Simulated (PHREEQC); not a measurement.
NaOH is added in steps, without added water, to 1 kg of water holding 0.0024 mol NH4HS and 0.00018 mol NaHCO3, at 25 °C. No oxygen is let in. No CO2 enters from the air. Solids allowed: Nahcolite, Natron. Others were left out.

Base run: PHREEQC, ion-association model, wateq4f.dat. Each further column changes one thing. The table gives pH.

```
NaOH added (mol)   base  0.0014 mol/kgw (NH4)2SiF6 added  temperature from 25 to 5 °C  no solid may form
----------------  -----  -------------------------------  ---------------------------  -----------------
0                  8.09                             4.01                         8.58               8.09
0.00029            8.50                                …                         9.10               8.50
0.00058            8.79                             4.16                         9.43               8.79
0.00087            9.02                                …                         9.66               9.02
0.00116            9.22                                …                         9.87               9.22
0.00145            9.42                             4.37                        10.06               9.42
0.00174            9.62                                …                        10.26               9.62
0.00203            9.85                             4.52                        10.48               9.85
0.00232           10.12                                …                        10.75              10.12
0.00261           10.39                                …                        11.06              10.39
0.0029            10.63                                …                        11.33              10.63
```

Complete the blanks.


- 0.00029, 0.0014 mol/kgw (NH4)2SiF6 added: 4.09
- 0.00087, 0.0014 mol/kgw (NH4)2SiF6 added: 4.23
- 0.00116, 0.0014 mol/kgw (NH4)2SiF6 added: 4.30
- 0.00174, 0.0014 mol/kgw (NH4)2SiF6 added: 4.44
- 0.00232, 0.0014 mol/kgw (NH4)2SiF6 added: 4.60
- 0.00261, 0.0014 mol/kgw (NH4)2SiF6 added: 4.72
- 0.0029, 0.0014 mol/kgw (NH4)2SiF6 added: 4.98

The polysulfide entries of wateq4f.dat were taken out for this run. SiF6-2 is the database's only silicon fluoride. At this temperature some constants are extrapolated from 25 °C, and those without enthalpy data are left unchanged. Solids allowed in the column '0.0014 mol/kgw (NH4)2SiF6 added': SiO2(a), Nahcolite, Natron.
